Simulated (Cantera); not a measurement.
An adiabatic, constant-volume homogeneous reactor starts with CO : H2 : CH4 : O2 : N2 = 1 : 0.039 : 0.18 : 0.733 : 2.76 (molar parts), at 1275 K and 1200000 Pa.

Computed with Cantera and GRI-Mech 3.0 (53 species, 325 reactions). The pressure lies above the range GRI-Mech 3.0 was tuned for (to about 10 atm). Above 3000 K some thermodynamic fits are extrapolated.

Predict: time of steepest temperature rise; temperature at 0.600 s; equilibrium temperature; x(CO) at 0.600 s; x(H2) at 0.600 s; x(H2O) at 0.600 s; x(HCO) at 0.600 s; x(H2O2) at 0.600 s.


```json
{
 "time_of_steepest_temperature_rise": "0.315 ms",
 "temperature at 0.600 s": "3086 K",
 "equilibrium_temperature": "3086 K",
 "x(CO) at 0.600 s": "0.109 (gas-phase equilibrium 0.109)",
 "x(H2) at 0.600 s": "0.00691 (gas-phase equilibrium 0.00691)",
 "x(H2O) at 0.600 s": "0.0742 (gas-phase equilibrium 0.0742)",
 "x(HCO) at 0.600 s": "6.86e-7 (gas-phase equilibrium 6.86e-7)",
 "x(H2O2) at 0.600 s": "9.37e-7 (gas-phase equilibrium 9.37e-7)"
}
```
